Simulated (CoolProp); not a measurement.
The fluid at 293.15 K and 2.52 MPa flows at 4.2 m/s in a round tube of 12.7 mm bore and 45 µm roughness, fully developed (64/Re and Nu = 3.66 if laminar; Colebrook and Gnielinski if turbulent). The same conditions are run with several fluids, on thermodynamics alone (safety and materials aside).

Model: reference Helmholtz-energy equation of state of each fluid (nitrogen: Span 2000; C2F6 (R116): Lemmon 2006; methane: Setzmann 1991; dry air: Lemmon 2000; oxygen: Schmidt 1985), in CoolProp. Blends and air are pseudo-pure fits.

| fluid | Reynolds number | Darcy friction factor | pressure drop (Pa/m) | heat-transfer coefficient (W/(m² K)) | mass flow (kg/h) |
|---|---|---|---|---|---|
| nitrogen | 86500 | 0.0288 | 582 | 548 | 55.7 |
| C2F6 (R116) | 740000 | 0.0276 | 4460 | 4130 | 446 |
| methane | 81200 | 0.0289 | 348 | 705 | 33.3 |
| dry air | 86500 | 0.0288 | 603 | 552 | 57.8 |
| oxygen | 86200 | 0.0288 | 673 | 561 | 64.4 |

Transport values come from each fluid's own correlations; those of C2F6 (R116) are estimates that may be off by 10 % or more.
